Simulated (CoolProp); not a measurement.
A single-stage vapour-compression cycle with n-butane: evaporating at 326.15 K (dew point), condensing at 389.15 K (bubble point), superheat 5 K, subcooling 8 K, compressor efficiency 0.9, no pressure losses. Each further row changes one setting.

Model: reference Helmholtz-energy equation of state, Bücker 2006, in CoolProp.

| case | cooling COP | pressure ratio | discharge temperature (K) | refrigerating effect (kJ/kg) | volumetric capacity (kJ/m³) |
|---|---|---|---|---|---|
| as stated | 3.11 | 3.85 | 389.1 | 183 | 2360 |
| evaporating temperature 331.15 K | 3.56 | ___ | 389.1 | 190 | ___ |
| condensing temperature 384.15 K | 3.59 | ___ | 384.2 | 199 | 2560 |
| subcooling 13 K | 3.38 | 3.85 | 389.1 | 199 | 2570 |
| superheat 15 K | ___ | 3.85 | 394.5 | 203 | 2510 |
| compressor efficiency 0.8 | 2.76 | 3.85 | 389.1 | 183 | 2360 |

Problem. Fill in the missing entries.

Solution. 
- evaporating temperature 331.15 K, pressure ratio: 3.39
- evaporating temperature 331.15 K, volumetric capacity (kJ/m³): 2780
- condensing temperature 384.15 K, pressure ratio: 3.51
- superheat 15 K, cooling COP: 3.26

The compression ends wet for: as stated; evaporating temperature 331.15 K; condensing temperature 384.15 K; subcooling 13 K; compressor efficiency 0.8.
